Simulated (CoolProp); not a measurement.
A Linde-Hampson liquefier for methane: isothermal reversible compression at 300 K from 1 atm to 40 MPa, throttling to 1 atm, return gas leaving the recuperator 10 K below the feed. Each further row changes one setting.

Computed with CoolProp (reference Helmholtz-energy equation of state, Setzmann 1991).

| case | liquid yield per pass | compression work (kJ/kg of gas) |
|---|---|---|
| as stated | 0.230 | 877 |
| high pressure 80 MPa | 0.204 | 1020 |
| warm-end temperature 330 K | 0.180 | 986 |
| warm-end gap 15 K | 0.220 | 877 |
